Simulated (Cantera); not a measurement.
A Cantera script and what it prints.

```python
import numpy as np
import cantera as ct

gas_names = [...]  # 95 gases of nasa_gas.yaml made of C, F, H
cond_names = """
    C(gr) C6H6(L) C7H8(L) C8H18(L),n-octa
""".split()


# ... load() reads the species with a 1 bar reference pressure and builds the phases ...
atoms = {
    'CF4': {'C': 1, 'F': 4},
    'H2': {'H': 2},
}
top_T = {'C(gr)': 4500}  # K; cautious upper limits of use, not melting points


# ... equilibrate(T, P, feed) seeds the gas with the atoms and calls Mixture.equilibrate('TP', solver="vcs", rtol=1e-11, max_steps=5000) ...
results = []
feed = {'CF4': 1, 'H2': 0.25}  # mol
P = 1.7  # Pa
for T in [700, 775, 850, 925, 1000, 1075, 1150, 1225, 1300, 1375, 1450, 1525]:
    mix = equilibrate(T, P, feed)
    results.append((T, P, feed, dict(zip(mix.species_names, mix.species_moles))))

top = {s: max(r[3][s] / sum(r[3][g] for g in gas_names) for r in results) for s in gas_names}
cols = sorted((s for s in top if top[s] > 1e-06), key=lambda s: -top[s])[:6]
seen = [c for c in cond_names if any(r[3].get(c, 0) > 1e-12 for r in results)]
print("log10 of partial pressures in bar; condensed amounts in mol")
print(f"{'T/K':>10s}" + "".join(f"{s[:9]:>10s}" for s in cols + seen))
for T, P, feed, n in results:
    ng = sum(n[g] for g in gas_names)
    print(f"{T:10.4g}" + "".join(f"{np.log10(max(n[s] / ng * P / 1e5, 1e-99)):10.3f}" for s in cols)
          + "".join(f"{n.get(c, 0):10.4g}" for c in seen))
```

Output:

```
log10 of partial pressures in bar; condensed amounts in mol
       T/K       CF4        HF       CF2         F       CF3        CF     C(gr)
       700    -4.966    -5.209   -18.099   -19.513   -17.319   -30.144     0.125
       775    -4.966    -5.209   -16.047   -17.237   -15.664   -26.613     0.125
       850    -4.966    -5.209   -14.360   -15.361   -14.302   -23.706     0.125
       925    -4.966    -5.209   -12.948   -13.789   -13.162   -21.271     0.125
      1000    -4.966    -5.209   -11.750   -12.452   -12.194   -19.204     0.125
      1075    -4.966    -5.209   -10.720   -11.300   -11.361   -17.426     0.125
      1150    -4.966    -5.209    -9.827   -10.299   -10.638   -15.882     0.125
      1225    -4.966    -5.209    -9.044    -9.420   -10.005   -14.528     0.125
      1300    -4.966    -5.209    -8.353    -8.642    -9.445   -13.331    0.1249
      1375    -4.967    -5.209    -7.738    -7.949    -8.947   -12.266    0.1245
      1450    -4.969    -5.211    -7.190    -7.327    -8.503   -11.313    0.1233
      1525    -4.978    -5.215    -6.699    -6.769    -8.107   -10.456    0.1201
```

Equilibrium computed with Cantera from the NASA thermochemical tables; the gas is ideal and each condensed phase is pure. Condensed phases not in the tables: fluorocarbon polymer. Gases not in the tables: C2F6 and larger saturated fluorocarbons.
